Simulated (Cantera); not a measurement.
# Premixed flame

A freely propagating, adiabatic, planar premixed flame of H2 : O2 : N2 = 1 : 0.521 : 1.96 (molar parts), equivalence ratio 0.96, unburnt at 375 K and 170000 Pa; mixture-averaged transport, grid criteria slope 0.08 and curve 0.16, no radiation.

Model: the H2/O2 subset of GRI-Mech 3.0, which has no nitrogen chemistry, integrated in Cantera. Burning velocities carry a grid error of a few per cent, more on coarse grids.

```csv
z (mm),T (K),u (m/s),x H2,x O2,x O,x OH,x H,x H2O2
-0.575,375,3.11,0.287,0.150,<1e-8,<1e-8,<1e-8,<1e-8
-0.383,375,3.11,0.287,0.150,<1e-8,<1e-8,<1e-8,<1e-8
-0.287,375,3.11,0.287,0.150,<1e-8,<1e-8,<1e-8,<1e-8
-0.192,375,3.11,0.287,0.150,<1e-8,<1e-8,<1e-8,1.66e-8
-0.0958,397,3.25,0.275,0.152,1.49e-6,6.69e-6,1.21e-6,9.40e-6
-0.0479,670,5.27,0.232,0.148,0.000153,0.000984,0.00174,0.000102
0,1156,8.81,0.150,0.116,0.00275,0.00248,0.0167,2.47e-5
0.0479,1499,11.3,0.0761,0.0650,0.00773,0.00737,0.0327,5.24e-6
0.0958,1681,12.6,0.0462,0.0395,0.00949,0.0116,0.0347,2.86e-6
0.192,1861,13.8,0.0360,0.0283,0.00859,0.0147,0.0268,1.44e-6
0.383,2025,14.9,0.0314,0.0236,0.00622,0.0155,0.0171,7.93e-7
0.767,2168,15.8,0.0254,0.0195,0.00397,0.0146,0.00974,5.09e-7
1.53,2275,16.4,0.0189,0.0161,0.00236,0.0126,0.00513,3.71e-7
```
x: mole fraction of selected species; z is measured from the peak of heat release.

```
Item                         Value
------------------------  --------
laminar burning velocity  311 cm/s
thermal thickness         0.192 mm
peak x(O)                  0.00954
peak x(OH)                  0.0155
peak x(H)                   0.0352
peak x(H2O2)              0.000103
```
